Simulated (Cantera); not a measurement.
A Cantera script and its output.

```python
import numpy as np
import cantera as ct

gas = ct.Solution("gri30.yaml")


def delay(T, t_max=10):
    gas.TPX = T, 1000000, {'CH4': 1, 'O2': 2.04, 'N2': 7.67}
    reactor = ct.IdealGasReactor(gas, clone=False)
    net = ct.ReactorNet([reactor])
    net.rtol, net.atol = 1e-8, 1e-16
    while net.time < t_max:
        t_old, T_old = net.time, reactor.T
        net.step()
        if reactor.T > T + 400:  # ignition: a rise of 400 K
            return t_old + (T + 400 - T_old) / (reactor.T - T_old) * (net.time - t_old)
    return np.nan


taus = []
for T in [1025, 1075, 1125, 1175, 1225, 1275, 1325]:
    taus.append(delay(T))
    print(f"T0 = {T:6g} K   tau = {taus[-1]:.4e} s")
```

Output:

```
T0 =   1025 K   tau = 5.2623e-02 s
T0 =   1075 K   tau = 2.4158e-02 s
T0 =   1125 K   tau = 1.1881e-02 s
T0 =   1175 K   tau = 6.1398e-03 s
T0 =   1225 K   tau = 3.2946e-03 s
T0 =   1275 K   tau = 1.8235e-03 s
T0 =   1325 K   tau = 1.0371e-03 s
```

Computed with Cantera and GRI-Mech 3.0 (53 species, 325 reactions).
